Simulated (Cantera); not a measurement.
**Hydrocarbon pyrolysis for carbon deposition**

A perfectly stirred reactor is fed with C2H6 : H2 = 1 : 1.4 (molar parts), at 100000 Pa; it is held at 1375 K, and followed from long to short residence time.

Detailed kinetics in Cantera: GRI-Mech 3.0 (53 species, 325 reactions). GRI-Mech 3.0 stops at C3 and has no aromatics, soot or wall deposition, so with more carbon than oxygen in the feed, carbon stays in small species such as C2H2 where larger ones or solid carbon would form.

| τ (s) | x C2H6 | x H2 | x C2H4 | x CH2 | x CH4 | x CH3 | x H |
|---|---|---|---|---|---|---|---|
| 7.3 | 0.000935 | 0.540 | 0.0599 | 2.12e-10 | 0.301 | 4.28e-5 | 3.85e-6 |
| 2.5 | 0.00130 | 0.573 | 0.0690 | 3.09e-10 | 0.253 | 4.73e-5 | 5.37e-6 |
| 0.87 | 0.00190 | 0.604 | 0.0793 | 4.74e-10 | 0.206 | 5.31e-5 | 7.74e-6 |
| 0.30 | 0.00296 | 0.628 | 0.0909 | 7.57e-10 | 0.168 | 6.09e-5 | 1.12e-5 |
| 0.10 | 0.00507 | 0.644 | 0.105 | 1.27e-9 | 0.141 | 7.30e-5 | 1.61e-5 |
| 0.036 | 0.00914 | 0.649 | 0.124 | 2.12e-9 | 0.126 | 9.09e-5 | 2.17e-5 |
| 0.012 | 0.0189 | 0.646 | 0.149 | 3.79e-9 | 0.116 | 0.000122 | 2.86e-5 |
| 0.0042 | 0.0402 | 0.637 | 0.172 | 6.71e-9 | 0.107 | 0.000167 | 3.49e-5 |
| 0.0015 | 0.0861 | 0.628 | 0.174 | 1.17e-8 | 0.0904 | 0.000232 | 3.89e-5 |
| 0.00050 | 0.178 | 0.616 | 0.137 | 1.96e-8 | 0.0601 | 0.000312 | 3.94e-5 |
| 0.00017 | 0.289 | 0.602 | 0.0762 | 2.65e-8 | 0.0290 | 0.000362 | 3.72e-5 |
x: mole fraction; the columns are a selection and need not sum to one.
